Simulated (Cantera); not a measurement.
**Ignition delay**

Mixture: 4.70 % CH₄, 20.0 % O₂, 75.3 % N₂, at 5630 Torr, adiabatic and at constant volume. Ignition delay is the time to a rise of 400 K.

Model: GRI-Mech 3.0 (53 species, 325 reactions), integrated in Cantera.

| T0 (K) | delay (ms) |
|---|---|
| 1175 | 6.18 |
| 1275 | 1.79 |
| 1375 | 0.590 |
| 1475 | 0.218 |
| 1575 | 0.0901 |
| 1675 | 0.0412 |
| 1775 | 0.0208 |
| 1875 | 0.0114 |

```json
{
  "apparent activation energy between 1675 and 1875 K": "170 kJ/mol"
}
```
